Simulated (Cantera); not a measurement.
Equilibrium for chemical vapour transport: MgO + I2 + O2

Input: 1 mol MgO, a varied amount of I2, 0.098 mol O2, held at 1625 K and 0.133 bar.

These are equilibrium values from Cantera (NASA tables, ideal gas, pure condensed phases), not measurements of a reactor. Candidate condensed phases: I2, Mg, MgI2, MgO; 10 gas species. Rates play no part.

From 0.018 mol I2 to 0.54 mol I2 the condensed part is MgO(s). The main Mg-bearing gas is MgI2 throughout.

```csv
n(I2) (mol),x I,x O2,x I2,x O,x MgI2,x MgI,n MgO(s)
0.018,0.265,0.733,0.00236,4.56e-5,2.20e-8,2.13e-10,1.00
0.071,0.576,0.413,0.0112,3.43e-5,1.39e-7,6.17e-10,1.00
0.12,0.689,0.295,0.0160,2.89e-5,2.35e-7,8.75e-10,1.00
0.18,0.762,0.218,0.0196,2.49e-5,3.34e-7,1.12e-9,1.00
0.23,0.799,0.179,0.0215,2.26e-5,4.05e-7,1.30e-9,1.00
0.28,0.825,0.152,0.0230,2.08e-5,4.68e-7,1.46e-9,1.00
0.33,0.844,0.132,0.0240,1.94e-5,5.25e-7,1.60e-9,1.00
0.38,0.858,0.117,0.0248,1.82e-5,5.78e-7,1.73e-9,1.00
0.44,0.872,0.103,0.0256,1.71e-5,6.37e-7,1.87e-9,1.000
0.49,0.881,0.0933,0.0262,1.63e-5,6.82e-7,1.99e-9,1.000
0.54,0.888,0.0854,0.0266,1.56e-5,7.25e-7,2.09e-9,1.000
```
x: gas mole fraction; n: condensed amount in mol.
